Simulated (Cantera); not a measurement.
Charge: 1 mol SiHCl₃, 0.48 mol N₂, at 900 K and 1000 Pa.

Method: chemical equilibrium by Gibbs-energy minimisation in Cantera with the NASA 1993 tables (ideal gas, pure condensed phases). N₂ is the only nitrogen source here; it is nearly inert below about 1500 K, so the nitride shown seldom forms there in practice. The tables' values for SiCl₃ are old estimates; treat these amounts as uncertain. Kinetics and transport are ignored.

```json
[
 {"species": "N₂", "before": "0.135", "after": "0.980"},
 {"species": "HCl", "before": "0.359", "after": "0.0125"},
 {"species": "SiCl₄", "before": "0.375", "after": "0.00713"},
 {"species": "H₂", "before": "0.131", "after": "0.000593"},
 {"species": "SiHCl₃", "before": "0.000388", "after": "9.61e-7"},
 {"species": "SiCl₃", "before": "4.47e-5", "after": "1.64e-6"},
 {"species": "Si₃N₄(s), mol", "before": "0.131", "after": "0.159"}
]
```
Gas species are given as mole fractions.

Task: Which change was made?
(A) N₂ from 0.48 to 72 mol
(B) N₂ from 0.48 to 8.3 mol
(C) N₂ from 0.48 to 3.1 mol
(D) N₂ from 0.48 to 5.6 mol

Result: A, N₂ from 0.48 to 72 mol
